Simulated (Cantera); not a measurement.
**Adiabatic ignition**

An adiabatic, constant-pressure homogeneous reactor starts with 41.0 % H2, 8.90 % O2, 50.1 % N2, equivalence ratio 2.3, at 1125 K and 533 Torr.

Cantera simulation using the H2/O2 subset of GRI-Mech 3.0, which has no nitrogen chemistry; the numbers are that mechanism's predictions, not measurements.

```json
[
 {"t (s)": "7.00e-6", "T (K)": "1125", "x H2": "0.410", "x O2": "0.0890", "x H2O2": "9.05e-12", "x H": "3.79e-9", "x HO2": "3.05e-9", "x OH": "9.06e-11", "x O": "2.00e-10"},
 {"t (s)": "1.47e-5", "T (K)": "1125", "x H2": "0.410", "x O2": "0.0890", "x H2O2": "4.44e-11", "x H": "1.36e-8", "x HO2": "7.70e-9", "x OH": "3.38e-10", "x O": "7.58e-10"},
 {"t (s)": "3.11e-5", "T (K)": "1125", "x H2": "0.410", "x O2": "0.0890", "x H2O2": "2.95e-10", "x H": "1.06e-7", "x HO2": "3.38e-8", "x OH": "2.66e-9", "x O": "6.01e-9"},
 {"t (s)": "6.54e-5", "T (K)": "1125", "x H2": "0.410", "x O2": "0.0890", "x H2O2": "1.04e-8", "x H": "5.71e-6", "x HO2": "1.30e-6", "x OH": "1.45e-7", "x O": "3.25e-7"},
 {"t (s)": "0.000138", "T (K)": "1287", "x H2": "0.321", "x O2": "0.0538", "x H2O2": "5.56e-7", "x H": "0.0482", "x HO2": "2.69e-5", "x OH": "0.00170", "x O": "0.00259"},
 {"t (s)": "0.000290", "T (K)": "2052", "x H2": "0.225", "x O2": "0.000285", "x H2O2": "5.53e-8", "x H": "0.0531", "x HO2": "1.44e-7", "x OH": "0.00474", "x O": "0.000809"},
 {"t (s)": "0.000612", "T (K)": "2229", "x H2": "0.239", "x O2": "8.43e-5", "x H2O2": "1.72e-8", "x H": "0.0275", "x HO2": "5.43e-8", "x OH": "0.00316", "x O": "0.000252"},
 {"t (s)": "0.00129", "T (K)": "2315", "x H2": "0.246", "x O2": "2.63e-5", "x H2O2": "6.67e-9", "x H": "0.0151", "x HO2": "2.01e-8", "x OH": "0.00193", "x O": "8.03e-5"},
 {"t (s)": "0.00272", "T (K)": "2353", "x H2": "0.249", "x O2": "1.06e-5", "x H2O2": "3.13e-9", "x H": "0.00954", "x HO2": "8.33e-9", "x OH": "0.00128", "x O": "3.29e-5"},
 {"t (s)": "0.00572", "T (K)": "2363", "x H2": "0.250", "x O2": "7.63e-6", "x H2O2": "2.35e-9", "x H": "0.00808", "x HO2": "5.92e-9", "x OH": "0.00109", "x O": "2.38e-5"},
 {"t (s)": "0.0121", "T (K)": "2364", "x H2": "0.250", "x O2": "7.45e-6", "x H2O2": "2.30e-9", "x H": "0.00798", "x HO2": "5.77e-9", "x OH": "0.00108", "x O": "2.32e-5"},
 {"t (s)": "0.0254", "T (K)": "2364", "x H2": "0.250", "x O2": "7.45e-6", "x H2O2": "2.30e-9", "x H": "0.00798", "x HO2": "5.77e-9", "x OH": "0.00108", "x O": "2.32e-5"},
 {"t (s)": "0.0535", "T (K)": "2364", "x H2": "0.250", "x O2": "7.45e-6", "x H2O2": "2.30e-9", "x H": "0.00798", "x HO2": "5.77e-9", "x OH": "0.00108", "x O": "2.32e-5"},
 {"t (s)": "0.113", "T (K)": "2364", "x H2": "0.250", "x O2": "7.45e-6", "x H2O2": "2.30e-9", "x H": "0.00798", "x HO2": "5.77e-9", "x OH": "0.00108", "x O": "2.32e-5"},
 {"t (s)": "0.237", "T (K)": "2364", "x H2": "0.250", "x O2": "7.45e-6", "x H2O2": "2.30e-9", "x H": "0.00798", "x HO2": "5.77e-9", "x OH": "0.00108", "x O": "2.32e-5"},
 {"t (s)": "0.500", "T (K)": "2364", "x H2": "0.250", "x O2": "7.45e-6", "x H2O2": "2.30e-9", "x H": "0.00798", "x HO2": "5.77e-9", "x OH": "0.00108", "x O": "2.32e-5"}
]
```
x: mole fraction; the columns are a selection and need not sum to one.

```json
{
 "time_of_steepest_temperature_rise": "0.142 ms",
 "temperature at 0.500 s": "2364 K",
 "equilibrium_temperature": "2364 K",
 "x(H2) at 0.500 s": "0.250 (gas-phase equilibrium 0.250)",
 "x(O2) at 0.500 s": "7.45e-6 (gas-phase equilibrium 7.45e-6)",
 "x(H2O2) at 0.500 s": "2.30e-9 (gas-phase equilibrium 2.30e-9)"
}
```
